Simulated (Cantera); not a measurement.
Feed: 1 mol SiC, 0.51 mol H2, equilibrated at 23.0 Pa.

Method: chemical equilibrium by Gibbs-energy minimisation in Cantera with the NASA 1993 tables (ideal gas, pure condensed phases). Candidate condensed phases: C, C6H6, C7H8, C8H18, Si, SiC; 87 gas species. Gases not in the tables: Si2H6 and higher silanes. Equilibrium is a limit: real reactors are often held back by kinetics, nucleation or transport.

x: gas mole fraction; n: condensed amount in mol.

```tsv
T (K)	x Si	x H	x H2	x SiC2	x Si2C	x C3	n C(graphite)	n SiC(s)
2273	0.423	0.263	0.226	0.0532	0.0316	4.39e-5	(withheld)	0.228
2323	0.464	0.283	0.156	0.0693	0.0248	0.000111	0.717	0
2373	0.452	0.325	0.125	0.0797	0.0156	0.000269	0.686	0
2423	0.437	0.364	0.0967	0.0901	0.00982	0.000627	0.646	0
2473	0.420	0.397	0.0728	0.101	0.00621	0.00141	(withheld)	0
2523	0.402	0.423	0.0534	0.111	0.00396	0.00308	(withheld)	0
2573	0.383	0.443	0.0383	0.122	0.00254	0.00651	(withheld)	0
2623	0.364	0.455	0.0268	0.132	0.00164	0.0134	(withheld)	0
```

**Question.** Fill in the missing entries.

**Answer.** 
- 2273, n C(graphite): 0.573
- 2473, n C(graphite): 0.598
- 2523, n C(graphite): 0.541
- 2573, n C(graphite): 0.469
- 2623, n C(graphite): 0.370
